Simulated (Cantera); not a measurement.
Feed: 1 mol AlI3, 24 mol N2, equilibrated at 1898 K and 16.0 Pa.

These are equilibrium values from Cantera (NASA tables, ideal gas, pure condensed phases), not measurements of a reactor. Kinetics and transport are ignored.

```tsv
species	before	after
N2	0.872	0.956
I	0.0914	0.0324
Al	0.0187	0.00885
AlI	0.0176	0.00295
```
Gas species are given as mole fractions.

**Question.** Which change was made?
A. pressure from 16.0 Pa to 21000 Pa
B. pressure from 16.0 Pa to 133 Pa
C. N2 from 24 to 81 mol
D. pressure from 16.0 Pa to 200 Pa

**Answer.** C, N2 from 24 to 81 mol
